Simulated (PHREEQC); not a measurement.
Dissolve 0.011 mol CuCl2, 0.0012 mol HBF4, 0.0034 mol NaCl and 0.0081 mol HF per kg of water at 25 °C. Closed to the air; pH follows from the charge balance.

Model: ion-association model, wateq4f.dat, run in PHREEQC.

The ionic strength comes out as 0.0385 mol/kgw. What activity coefficients do CuCl+, BF2(OH)2-, CuF+, HF2-, Cu+2 get?

CuCl+ 0.83, BF2(OH)2- 0.82, CuF+ 0.84, HF2- 0.83, Cu+2 0.51.

No solid was allowed to form. Complexes and solids missing from the database can't appear. Real BF4- forms and hydrolyses slowly; the run takes it at equilibrium.
